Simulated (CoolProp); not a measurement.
Properties of ethane along the isobar 1810 kPa (Tc = 32.2 °C, pc = 4872 kPa, ω = 0.099).

Computed with CoolProp (reference Helmholtz-energy equation of state, Bücker 2006).

```json
[
 {"T (°C)": "1.95", "phase": "gas", "density (kg/m³)": "30.02", "speed of sound (m/s)": "258.4"},
 {"T (°C)": "22.85", "phase": "gas", "density (kg/m³)": "26.19", "speed of sound (m/s)": "278.1"},
 {"T (°C)": "43.75", "phase": "gas", "density (kg/m³)": "?", "speed of sound (m/s)": "294.3"},
 {"T (°C)": "64.75", "phase": "gas", "density (kg/m³)": "21.44", "speed of sound (m/s)": "?"},
 {"T (°C)": "85.65", "phase": "gas", "density (kg/m³)": "19.79", "speed of sound (m/s)": "320.9"},
 {"T (°C)": "106.55", "phase": "gas", "density (kg/m³)": "?", "speed of sound (m/s)": "332.5"},
 {"T (°C)": "127.55", "phase": "gas", "density (kg/m³)": "17.24", "speed of sound (m/s)": "343.4"},
 {"T (°C)": "148.45", "phase": "gas", "density (kg/m³)": "16.23", "speed of sound (m/s)": "?"},
 {"T (°C)": "169.35", "phase": "gas", "density (kg/m³)": "?", "speed of sound (m/s)": "363.2"},
 {"T (°C)": "190.35", "phase": "gas", "density (kg/m³)": "14.56", "speed of sound (m/s)": "372.5"},
 {"T (°C)": "211.25", "phase": "gas", "density (kg/m³)": "13.86", "speed of sound (m/s)": "381.4"},
 {"T (°C)": "232.15", "phase": "gas", "density (kg/m³)": "13.23", "speed of sound (m/s)": "390.0"},
 {"T (°C)": "253.05", "phase": "gas", "density (kg/m³)": "12.66", "speed of sound (m/s)": "398.3"},
 {"T (°C)": "274.05", "phase": "gas", "density (kg/m³)": "12.14", "speed of sound (m/s)": "?"}
]
```

Question: Fill in the missing entries.

Answer: 
- 43.75, density (kg/m³): 23.51
- 64.75, speed of sound (m/s): 308.4
- 106.55, density (kg/m³): 18.42
- 148.45, speed of sound (m/s): 353.5
- 169.35, density (kg/m³): 15.35
- 274.05, speed of sound (m/s): 406.4
